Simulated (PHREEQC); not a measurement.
Nickel, zinc or cadmium bath with brine: an equilibrium model

Solution A (5.2 mmol/kgw NiCl2, 2.2 mmol/kgw KCl and 0.81 mmol/kgw MnSO4) is mixed with solution B (0.0018 mol HCl and 0.0028 mol KBr per kg of water) at 25 °C; shares are by mass of water, 1 kg in all. The system is closed to oxygen. The system is closed to CO2. No solid was allowed to form.

Computed with PHREEQC (ion-association model, wateq4f.dat).

Predict pH, SO4-2 (mol/kgw), NiSO4 (mol/kgw) at share of solution B = 0.2, 0.5, 0.6, 0.65.


| share of solution B | pH | SO4-2 (mol/kgw) | NiSO4 (mol/kgw) |
|---|---|---|---|
| 0.2 | 3.50 | 0.000481 | 0.000133 |
| 0.5 | 3.10 | 0.000313 | 6.21e-5 |
| 0.6 | 3.01 | 0.000255 | 4.27e-5 |
| 0.65 | 2.98 | 0.000225 | 3.39e-5 |

Complexes and solids missing from the database can't appear.
